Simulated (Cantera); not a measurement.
An adiabatic, constant-pressure homogeneous reactor starts with CH4 : CO : O2 : N2 : H2O = 1 : 0.042 : 1.55 : 5.85 : 1.4 (molar parts), at 1500 K and 32000 Pa. Integrator tolerance rtol = 1e-08.

Model: GRI-Mech 3.0 (53 species, 325 reactions), integrated in Cantera.

```tsv
quantity	before	after
time of steepest temperature rise	4.16 ms	not reached
temperature at 0.200 s	2544 K	1073 K
equilibrium temperature	2544 K	2345 K
x(CH4) at 0.200 s	<1e-12 (gas-phase equilibrium <1e-12)	0.102 (gas-phase equilibrium <1e-12)
x(CO) at 0.200 s	0.0544 (gas-phase equilibrium 0.0544)	0.00427 (gas-phase equilibrium 0.0486)
x(O2) at 0.200 s	0.00456 (gas-phase equilibrium 0.00456)	0.157 (gas-phase equilibrium 0.000847)
x(H) at 0.200 s	0.0121 (gas-phase equilibrium 0.0121)	4.11e-10 (gas-phase equilibrium 0.00461)
x(H2) at 0.200 s	0.0503 (gas-phase equilibrium 0.0503)	6.15e-6 (gas-phase equilibrium 0.0454)
x(N2O) at 0.200 s	8.11e-8 (gas-phase equilibrium 8.11e-8)	7.67e-12 (gas-phase equilibrium 2.46e-8)
x(NO) at 0.200 s	0.00308 (gas-phase equilibrium 0.00308)	<1e-12 (gas-phase equilibrium 0.000928)
```

**Question.** Name the change that produced these shifts.
A) pressure from 32000 Pa to 220000 Pa
B) initial temperature 1500 to 1073 K
C) CH4 1 to 0.35 parts
D) pressure from 32000 Pa to 1400000 Pa

**Answer.** B, initial temperature 1500 to 1073 K
